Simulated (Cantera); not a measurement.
# Counterflow diffusion flame

A counterflow diffusion flame at 1.30 bar, nozzles 20 mm apart: fuel side H2 = 1 (molar parts) at 325 K, oxidiser side O2 : N2 = 0.2 : 0.8 (molar parts) at 525 K, fuel mass flux 0.3 times the oxidiser's; mixture-averaged transport, no radiation.

Computed with Cantera and the H2/O2 subset of GRI-Mech 3.0, which has no nitrogen chemistry. The maximum strain rate includes the flame's own expansion and is several times the mean.

```
oxidiser flux (kg/m²/s)  max strain (1/s)  mean strain (1/s)  T max (K)  peak x OH  peak x H  peak x H2O  peak x HO2
-----------------------  ----------------  -----------------  ---------  ---------  --------  ----------  ----------
0.78                                  752                166       2465     0.0186    0.0143       0.269     4.62e-5
1                                     947                213       2441     0.0190    0.0157       0.267     5.55e-5
1.4                                  1270                298       2402     0.0193    0.0176       0.265     6.90e-5
1.8                                  1560                383       2365     0.0194    0.0192       0.263     7.98e-5
2.4                                  1970                511       2319     0.0193    0.0211       0.261     9.34e-5
3.1                                  2450                660       2280     0.0193    0.0231       0.259    0.000107
4.1                                  3210                873       2236     0.0192    0.0255       0.257    0.000122
5.4                                  4190               1150       2193     0.0191    0.0280       0.254    0.000138
```
x: mole fraction; the columns are a selection and need not sum to one.
